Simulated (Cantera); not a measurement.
# Catalytic stagnation flow on Pt

A jet of 2.14 % CH4, 17.3 % O2, 80.5 % N2, equivalence ratio 0.25 at 300 K and 23000 Pa hits a platinum plate 2.1 cm away at a mass flux of 0.037 kg/m²/s; the plate temperature is set and raised in steps from an oxygen-covered start.

Model: Deutschmann's 1995 Pt surface mechanism with GRI-Mech 3.0 gas chemistry, integrated in Cantera. Catalytic surfaces can have several steady states; this one follows from the mechanism file's or the stated starting coverage.

```json
[
 {"plate T (K)": "900", "wall x CH4": "0.0147", "wall x O2": "0.159", "wall x H2O": "0.0125", "wall x OH": "1.82e-8", "wall x CO": "4.69e-6", "wall x CO2": "0.00815", "θ free Pt": "0.140", "θ O*": "0.858", "θ OH*": "0.00124"},
 {"plate T (K)": "950", "wall x CH4": "0.0110", "wall x O2": "0.151", "wall x H2O": "0.0194", "wall x OH": "5.84e-8", "wall x CO": "4.80e-6", "wall x CO2": "0.0127", "θ free Pt": "0.197", "θ O*": "0.802", "θ OH*": "0.00144"},
 {"plate T (K)": "1000", "wall x CH4": "0.00791", "wall x O2": "0.145", "wall x H2O": "0.0251", "wall x OH": "1.63e-7", "wall x CO": "4.63e-6", "wall x CO2": "0.0164", "θ free Pt": "0.257", "θ O*": "0.741", "θ OH*": "0.00150"},
 {"plate T (K)": "1050", "wall x CH4": "0.00574", "wall x O2": "0.140", "wall x H2O": "0.0290", "wall x OH": "3.99e-7", "wall x CO": "4.41e-6", "wall x CO2": "0.0190", "θ free Pt": "0.320", "θ O*": "0.679", "θ OH*": "0.00145"},
 {"plate T (K)": "1100", "wall x CH4": "0.00428", "wall x O2": "0.137", "wall x H2O": "0.0316", "wall x OH": "8.79e-7", "wall x CO": "4.26e-6", "wall x CO2": "0.0208", "θ free Pt": "0.382", "θ O*": "0.616", "θ OH*": "0.00136"}
]
```
x: mole fraction at the wall; θ: surface coverage.
